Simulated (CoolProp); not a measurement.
Model: reference Helmholtz-energy equation of state, Schroeder 2014, in CoolProp.

Problem. Give the vapour pressure (MPa), enthalpy of vaporisation (kJ/kg), vapour Z, surface tension (mN/m) of saturated ethanol at 359.8, 381.4, 403 K.

Solution. 
| T (K) | p (MPa) | enthalpy of vaporisation (kJ/kg) | vapour Z | surface tension (mN/m) |
|---|---|---|---|---|
| 359.8 | 0.139 | 836 | 0.960 | 15.9 |
| 381.4 | 0.295 | 794 | 0.935 | 13.8 |
| 403 | 0.571 | 744 | 0.900 | 11.6 |

Surface tension comes from a separate correlation (Mulero 2012).
